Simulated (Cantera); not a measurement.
Input (Python, Cantera):

```python
import numpy as np
import cantera as ct

gas = ct.Solution("gri30.yaml")
gas.TPX = 1175, 500000, {'H2': 1, 'O2': 1.25, 'N2': 4.12, 'NO': 0.013}
reactor = ct.IdealGasReactor(gas, energy="on", clone=False)
net = ct.ReactorNet([reactor])
net.rtol, net.atol = 1e-08, 1e-16
show = ['H2', 'O2', 'NO', 'O', 'NO2']
times = np.geomspace(4e-06, 2, 10)

steps = ct.SolutionArray(gas, extra=["t"])
rows = []
print(f"{'t/s':>10s}{'T/K':>9s}{'P/Pa':>11s}" + "".join(f"{s:>11s}" for s in show))
for t in times:
    while net.time < t:
        t_next = net.step()
        steps.append(gas.state, t=t_next)
    rows.append([np.interp(t, steps.t, y) for y in (steps.T, steps.P, *steps(*show).X.T)])
    print(f"{t:10.3e}{rows[-1][0]:9.1f}{rows[-1][1]:11.4g}" + "".join(f"{x:11.3e}" for x in rows[-1][2:]))
rate = np.gradient(steps.T, steps.t)
print("integrator steps:", len(steps.t))
if steps.T.max() > steps.T[0] + 200:
    print(f"time of steepest temperature rise: {steps.t[rate.argmax()]:.4e} s")
gas.TPX = 1175, 500000, {'H2': 1, 'O2': 1.25, 'N2': 4.12, 'NO': 0.013}
gas.equilibrate("UV")
print(f"equilibrium (UV): T = {gas.T:.1f} K  " + "  ".join(f"{s} {gas[s].X[0]:.3e}" for s in show))
```

It prints:

```
       t/s      T/K       P/Pa         H2         O2         NO          O        NO2
 4.000e-06   1175.0      5e+05  1.567e-01  1.958e-01  2.037e-03  3.580e-08  6.753e-08
 1.719e-05   2040.9  8.262e+05  1.142e-02  1.175e-01  2.137e-03  2.026e-02  4.926e-06
 7.388e-05   2492.2   9.81e+05  8.553e-04  1.244e-01  2.395e-03  1.579e-03  5.163e-06
 3.175e-04   2490.6  9.803e+05  8.502e-04  1.240e-01  3.100e-03  1.565e-03  6.684e-06
 1.364e-03   2484.5  9.779e+05  8.312e-04  1.228e-01  5.741e-03  1.512e-03  1.238e-05
 5.863e-03   2470.1   9.72e+05  7.874e-04  1.198e-01  1.194e-02  1.394e-03  2.576e-05
 2.520e-02   2462.6  9.689e+05  7.654e-04  1.183e-01  1.514e-02  1.336e-03  3.266e-05
 1.083e-01   2462.6  9.689e+05  7.651e-04  1.183e-01  1.518e-02  1.335e-03  3.273e-05
 4.654e-01   2462.6  9.689e+05  7.651e-04  1.183e-01  1.518e-02  1.335e-03  3.273e-05
 2.000e+00   2462.6  9.689e+05  7.651e-04  1.183e-01  1.518e-02  1.335e-03  3.273e-05
integrator steps: 1316
time of steepest temperature rise: 1.6814e-05 s
equilibrium (UV): T = 2462.6 K  H2 7.651e-04  O2 1.183e-01  NO 1.518e-02  O 1.335e-03  NO2 3.273e-05
```

Cantera simulation using GRI-Mech 3.0 (53 species, 325 reactions); the numbers are that mechanism's predictions, not measurements. The hydrogen kinetics of GRI-Mech 3.0 are dated; newer H2 mechanisms differ, most at raised pressure. The mechanism lacks 2 NO + O2 → 2 NO2 and HONO, so NO2 and the effect of NO are under-described below about 1400 K.
